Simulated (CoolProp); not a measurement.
Vapour-liquid equilibrium of propane (1) + n-pentane (2) at 68.05 °C; x and y are mole fractions of (1).

Model: multi-fluid Helmholtz-energy mixture model, Lemmon 2009 and Thol 2019; pair parameters Kunz 2012, in CoolProp.

```tsv
x	bubble pressure, mixture model (MPa)	bubble pressure, Raoult's law (MPa)	y, mixture model	y, Raoult's law
0.05	0.3724	0.3800	0.288	0.328
0.15	0.5761	0.6020	…	0.620
0.25	0.7779	0.8241	0.692	0.755
0.35	0.9803	1.046	0.772	0.833
0.45	…	1.268	0.828	0.883
0.55	1.394	1.490	0.869	0.919
0.65	1.610	1.712	0.903	0.945
0.75	1.834	1.934	…	0.965
0.85	2.074	2.156	…	0.981
0.95	2.340	2.378	…	0.994
```

Question: Fill in the missing entries.

Answer: 
- 0.15, y, mixture model: 0.560
- 0.45, bubble pressure, mixture model (MPa): 1.185
- 0.75, y, mixture model: 0.931
- 0.85, y, mixture model: 0.958
- 0.95, y, mixture model: 0.985

The largest gap from Raoult's law is -6.5 % in bubble pressure, at x = 0.45. No azeotrope shows between x = 0.05 and 0.95.

The pair parameters rest on a limited set of measurements; away from them the model extrapolates.
